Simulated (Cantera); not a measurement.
Cantera run, input and output.

```python
import numpy as np
import cantera as ct

gas = ct.Solution("gri30.yaml")


def delay(T, t_max=10):
    gas.TPX = T, 840000, {'CH4': 1, 'H2': 0.26, 'O2': 2.29, 'N2': 8.61}
    reactor = ct.IdealGasReactor(gas, clone=False)
    net = ct.ReactorNet([reactor])
    net.rtol, net.atol = 1e-8, 1e-16
    while net.time < t_max:
        t_old, T_old = net.time, reactor.T
        net.step()
        if reactor.T > T + 400:  # ignition: a rise of 400 K
            return t_old + (T + 400 - T_old) / (reactor.T - T_old) * (net.time - t_old)
    return np.nan


taus = []
for T in [950, 1050, 1150, 1250, 1350, 1450]:
    taus.append(delay(T))
    print(f"T0 = {T:6g} K   tau = {taus[-1]:.4e} s")
```

It prints:

```
T0 =    950 K   tau = 4.9895e-02 s
T0 =   1050 K   tau = 5.2009e-03 s
T0 =   1150 K   tau = 1.1776e-03 s
T0 =   1250 K   tau = 4.6352e-04 s
T0 =   1350 K   tau = 2.1249e-04 s
T0 =   1450 K   tau = 1.0114e-04 s
```

Computed with Cantera and GRI-Mech 3.0 (53 species, 325 reactions). Below about 1000 K GRI-Mech 3.0 lacks low-temperature oxidation paths.
